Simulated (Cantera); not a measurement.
Feed: 1 mol SiH4, 4 mol NH3, 2.2 mol H2, at 1923 K.

These are equilibrium values from Cantera (NASA tables, ideal gas, pure condensed phases), not measurements of a reactor. Candidate condensed phases: Si, Si3N4; 18 gas species. The tables' values for SiN are old estimates; treat these amounts as uncertain. Gases not in the tables: Si2H6 and higher silanes. Kinetics and transport are ignored.

log p: log10 of the partial pressure in bar; n: condensed amount in mol.

```tsv
P (Pa)	log p H2	log p N2	log p H	log p Si	log p SiH	log p Si2	log p Si2N	n Si(l)	n Si3N4(s)
5	-4.47	-5.14	-5.26	-5.45	-7.77	-8.20	?	0	0
17	-3.91	-4.60	-4.98	-4.92	-6.96	-7.13	?	0	0
59	-3.34	-4.04	-4.69	-4.77	-6.53	-6.84	?	0.612	0
210	-2.77	-3.47	-4.41	-4.77	-6.24	-6.84	?	0.891	0
710	-2.23	-2.94	-4.14	-4.77	-5.97	-6.84	?	0.966	0
2400	-1.70	-2.41	-3.88	-4.77	-5.71	-6.84	?	0.989	0
8400	-1.16	-1.86	-3.60	-4.77	-5.44	-6.84	?	0.996	0
29000	-0.62	-1.32	-3.33	-4.77	-5.17	-6.84	?	0.998	0
100000	-0.05	-0.94	-3.05	-4.97	-5.09	-7.24	?	0	0.333
```

### Question
Fill in the missing entries.

### Answer

- 5, log p Si2N: -9.05
- 17, log p Si2N: -7.71
- 59, log p Si2N: -7.14
- 210, log p Si2N: -6.86
- 710, log p Si2N: -6.59
- 2400, log p Si2N: -6.32
- 8400, log p Si2N: -6.05
- 29000, log p Si2N: -5.78
- 100000, log p Si2N: -6.00
